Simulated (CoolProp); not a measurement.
Vapour-liquid equilibrium of dimethyl carbonate (1) + n-heptane (2) at 383.1 K; x and y are mole fractions of (1).

The numbers come from the multi-fluid Helmholtz-energy mixture model, Zhou 2011 and Span 2003; pair parameters Bell 2016 in CoolProp.

```
x     bubble pressure (MPa)  y at the bubble point  dew pressure at overall composition x (MPa)  liquid density (mol/L)
----  ---------------------  ---------------------  -------------------------------------------  ----------------------
0.05                 0.1602                  0.156                                       0.1464                   6.137
0.15                 0.1888                  0.340                                       0.1593                   6.395
0.25                 0.2070                  0.443                                       0.1740                   6.682
0.35                 0.2179                  0.509                                       0.1906                   7.005
0.45                 0.2240                  0.557                                       0.2082                   7.369
0.55                 0.2270                  0.596                                       0.2233                   7.782
0.65                 0.2276                  0.633                                       0.2271                   8.252
0.75                 0.2253                  0.679                                       0.2178                   8.789
0.85                 0.2180                  0.748                                       0.2041                   9.402
0.95                 0.2001                  0.879                                       0.1901                   10.10
```

y crosses x between x = 0.55 and 0.65: the model has an azeotrope there.

The pair parameters rest on a limited set of measurements; away from them the model extrapolates.
